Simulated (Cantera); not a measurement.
## Al + Cl2 + N2 (aluminium and copper etching)

A closed system holds: 1 mol Al, 2.9 mol Cl2, 19 mol N2, equilibrated at 0.140 bar.

Cantera equilibrium calculation (NASA polynomials, part measured and part estimated; ideal gas, pure solids and liquids). Candidate condensed phases: Al, AlCl3, AlN; 11 gas species. Kinetics and transport are ignored.

```
T (°C)   x N2   x Cl2  x AlCl3      x Cl  x Al2Cl6   x AlCl2
------  -----  ------  -------  --------  --------  --------
427     0.894  0.0659   0.0335   4.53e-7   0.00679    <1e-12
477     0.890  0.0656   0.0415   1.86e-6   0.00266    <1e-12
527     0.889  0.0655   0.0449   6.40e-6  0.000942    <1e-12
577     0.888  0.0654   0.0460   1.91e-5  0.000349    <1e-12
627     0.888  0.0654   0.0465   5.05e-5  0.000141    <1e-12
677     0.888  0.0654   0.0466  0.000121   6.28e-5    <1e-12
727     0.888  0.0653   0.0467  0.000265   3.03e-5  1.56e-12
777     0.888  0.0651   0.0467  0.000540   1.57e-5  8.73e-12
827     0.887  0.0649   0.0467   0.00103   8.70e-6  4.18e-11
877     0.887  0.0644   0.0467   0.00186   5.08e-6  1.75e-10
927     0.886  0.0637   0.0466   0.00319   3.11e-6  6.48e-10
977     0.886  0.0626   0.0466   0.00522   1.99e-6   2.17e-9
1027    0.884  0.0611   0.0465   0.00819   1.32e-6   6.63e-9
```
x: gas mole fraction; nothing condenses.

From 427 °C to 1027 °C nothing is condensed. The main Al-bearing gas is AlCl3 throughout.
